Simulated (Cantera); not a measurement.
**PbO + CO (carbothermic reduction)**

A closed system holds: 1 mol PbO, a varied amount of CO, at 2173.15 K and 0.00240 bar.

Cantera equilibrium calculation (NASA polynomials, part measured and part estimated; ideal gas, pure solids and liquids). Candidate condensed phases: C, Pb, PbO, PbO₂, Pb₃O₄; 15 gas species. The numbers say what is thermodynamically allowed, not how fast it happens.

```tsv
n(CO) (mol)	log p CO	log p Pb	log p CO₂	log p PbO	log p O₂
1.7	-3.14	-3.08	-3.12	-4.42	-4.55
2.3	-3.00	-3.15	-3.17	-4.70	-4.94
3.2	-2.89	-3.25	-3.26	-4.99	-5.34
4.3	-2.82	-3.35	-3.36	-5.26	-5.67
5.9	-2.77	-3.46	-3.47	-5.54	-6.00
8.1	-2.73	-3.58	-3.59	-5.81	-6.32
11	-2.70	-3.70	-3.70	-6.08	-6.61
15	-2.68	-3.83	-3.83	-6.35	-6.90
```
log p: log10 of the partial pressure in bar; nothing condenses.

From 1.7 mol CO to 15 mol CO nothing is condensed. The main Pb-bearing gas is Pb throughout.
